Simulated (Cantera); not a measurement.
A freely propagating, adiabatic, planar premixed flame of H₂ : O₂ : N₂ : H₂O = 1 : 0.357 : 1.21 : 0.13 (molar parts), equivalence ratio 1.4, unburnt at 350 K and 7.11 atm; mixture-averaged transport, grid criteria slope 0.08 and curve 0.16, no radiation.

Model: the H2/O2 subset of GRI-Mech 3.0, which has no nitrogen chemistry, integrated in Cantera. The hydrogen kinetics of GRI-Mech 3.0 are dated; newer H2 mechanisms differ, most at raised pressure. Burning velocities carry a grid error of a few per cent, more on coarse grids.

Question: How do the results move with these cheaper or finer settings: unity-Lewis-number transport; multicomponent transport; multicomponent+Soret transport; grid criteria slope 0.5, curve 1; grid criteria slope 0.25, curve 0.5; grid criteria slope 0.03, curve 0.06?

Answer: 
| setting | laminar burning velocity | thermal thickness | peak x(O) | peak x(OH) | grid points |
|---|---|---|---|---|---|
| as above | 321 cm/s | 0.0287 mm | 0.00274 | 0.00898 | 112 |
| unity-Lewis-number transport | 223 cm/s | 0.0310 mm | 0.00240 | 0.00886 | 117 |
| multicomponent transport | 318 cm/s | 0.0287 mm | 0.00270 | 0.00891 | 112 |
| multicomponent+Soret transport | 297 cm/s | 0.0280 mm | 0.00270 | 0.00896 | 116 |
| grid criteria slope 0.5, curve 1 | 332 cm/s | 0.0389 mm | 0.00291 | 0.0101 | 36 |
| grid criteria slope 0.25, curve 0.5 | 326 cm/s | 0.0314 mm | 0.00278 | 0.00951 | 49 |
| grid criteria slope 0.03, curve 0.06 | 317 cm/s | 0.0279 mm | 0.00266 | 0.00855 | 247 |
Unity Lewis numbers drop preferential diffusion, which matters most where H2 and H carry the flame; Soret adds thermal diffusion.
